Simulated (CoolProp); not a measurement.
A closed Brayton cycle with carbon dioxide: compressor inlet 324.15 K and 9.7 MPa, high pressure 27.2 MPa, turbine inlet 975 K, compressor efficiency 0.89, turbine efficiency 0.9, recuperator effectiveness 0.8 (on enthalpy, no pinch check). Each further row changes one setting.

Computed with CoolProp (reference Helmholtz-energy equation of state, Span 1996).

```csv
case,thermal efficiency (%),net work (kJ/kg),compressor to turbine work,compressor exit (K),turbine exit (K)
as stated,33.0,119,0.27,394.4,837.5
turbine inlet 925 K,32.2,110,0.28,394.4,792.2
compressor inlet 334.15 K,32.3,110,0.32,417.3,837.5
high pressure 23.1 MPa,30.6,104,0.25,383.1,858.6
recuperator effectiveness 0.5,23.0,119,0.27,394.4,837.5
```
